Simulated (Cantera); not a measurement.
Charge: 1 mol SiH2Cl2, 0.34 mol Cl2, 170 mol N2, at 1248.15 K and 0.0740 bar.

Method: chemical equilibrium by Gibbs-energy minimisation in Cantera with the NASA 1993 tables (ideal gas, pure condensed phases). Candidate condensed phases: NH4Cl, Si, Si3N4; 28 gas species. N2 is the only nitrogen source here; it is nearly inert below about 1500 K, so the nitride shown seldom forms there in practice. The tables' values for SiCl3 are old estimates; treat these amounts as uncertain. Rates play no part.

Base state: N2 0.988, HCl 0.0102, SiCl4 0.00125, H2 0.000715, SiCl3 9.40e-5, SiCl2 5.10e-5 (mole fractions); condensed: Si3N4(s).

Problem. What changes in the equilibrium state with this change: SiH2Cl2 replaced by Si2Cl6?

Solution. 
```tsv
species	before	after
N2	0.988	0.990
SiCl4	0.00125	0.00935
SiCl3	9.40e-5	0.000425
HCl	0.0102	0
H2	0.000715	0
SiCl2	5.10e-5	0.000139
Si3N4(s), mol	0.253	0.1000
```
The feed counts by its element totals alone.
